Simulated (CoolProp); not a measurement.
Properties of n-hexane along the isotherm 304.15 °C.

Model: reference Helmholtz-energy equation of state, Thol 2019, in CoolProp.

| p (MPa) | phase | density (kg/m³) | cp (kJ/(kg K)) | expansivity (1/kK) | viscosity (µPa s) |
|---|---|---|---|---|---|
| 1.69 | gas | 34.93 | 2.942 | 2.818 | 13.8 |
| 3.38 | supercritical | 84.39 | 3.227 | 5.182 | 16.9 |
| 5.07 | supercritical | 162.6 | 3.865 | 10.01 | 22.5 |
| 6.76 | supercritical | 255.4 | 4.070 | 9.822 | 31.9 |
| 8.46 | supercritical | 313.4 | 3.793 | 6.515 | 40.3 |
| 10.1 | supercritical | 346.9 | 3.622 | 4.831 | 46.4 |
| 11.8 | supercritical | 371.0 | 3.517 | 3.868 | 51.5 |
| 13.5 | supercritical | 389.2 | 3.448 | 3.270 | 55.8 |
| 15.2 | supercritical | 403.9 | 3.399 | 2.861 | 59.7 |

Viscosity comes from a separate model (Michailidou 2013).
